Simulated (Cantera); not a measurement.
Source: NASA polynomial tables (part measured, part estimated), evaluated in Cantera. Values are per mole of reaction as written; species without (g) are pure solids or liquids, kept so even where they would boil at 1 bar.

CO(g) + Mg(g) → MgO + C

```tsv
T (K)	ΔH° (kJ)	ΔS° (J/K)	ΔG° (kJ)	log10 K
925	-630.7	-303.1	-350.4	19.78
950	-630.2	-302.6	-342.8	18.85
975	[?]	[?]	[?]	[?]
1000	-629.3	-301.6	-327.7	17.12
1025	-628.8	-301.2	-320.1	16.31
1050	-628.4	-300.7	-312.6	15.55
1075	-627.9	-300.2	-305.1	14.82
1100	-627.4	-299.8	-297.6	14.13
1125	[?]	[?]	[?]	[?]
1150	-626.4	-298.9	-282.6	12.84
1175	-625.9	-298.5	-275.2	12.23
```

Task: Fill in the missing entries.

Result: 
- 975, ΔH° (kJ): -629.8
- 975, ΔS° (J/K): -302.1
- 975, ΔG° (kJ): -335.2
- 975, log10 K: 17.96
- 1125, ΔH° (kJ): -626.9
- 1125, ΔS° (J/K): -299.4
- 1125, ΔG° (kJ): -290.1
- 1125, log10 K: 13.47
